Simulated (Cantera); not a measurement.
Input: 1 mol SiHCl3, 0.36 mol N2, 0.85 mol H2, held at 998.15 K and 65.0 Pa.

These are equilibrium values from Cantera (NASA tables, ideal gas, pure condensed phases), not measurements of a reactor. Candidate condensed phases: NH4Cl, Si, Si3N4; 28 gas species. N2 is the only nitrogen source here; it is nearly inert below about 1500 K, so the nitride shown seldom forms there in practice. The tables' values for SiCl3 are old estimates; treat these amounts as uncertain. Rates play no part.

Base state: HCl 0.440, H2 0.346, SiCl4 0.203, N2 0.00820, SiCl3 0.00125, SiHCl3 0.00111, SiCl2 0.000190 (mole fractions); condensed: Si3N4(s).

### Question
What changes in the equilibrium state with this change: 0.037 mol HF added?

### Answer
```json
[
 {"species": "HCl", "before": "0.440", "after": "0.443"},
 {"species": "H2", "before": "0.346", "after": "0.344"},
 {"species": "SiCl4", "before": "0.203", "after": "0.198"},
 {"species": "SiF4", "before": "0", "after": "0.00377"},
 {"species": "HF", "before": "0", "after": "0.000161"},
 {"species": "SiHF3", "before": "0", "after": "1.68e-5"},
 {"species": "N2", "before": "0.00820", "after": "0.00904"},
 {"species": "SiCl2", "before": "0.000190", "after": "0.000181"},
 {"species": "SiHCl3", "before": "0.00111", "after": "0.00106"},
 {"species": "Si3N4(s), mol", "before": "0.170", "after": "0.169"}
]
```
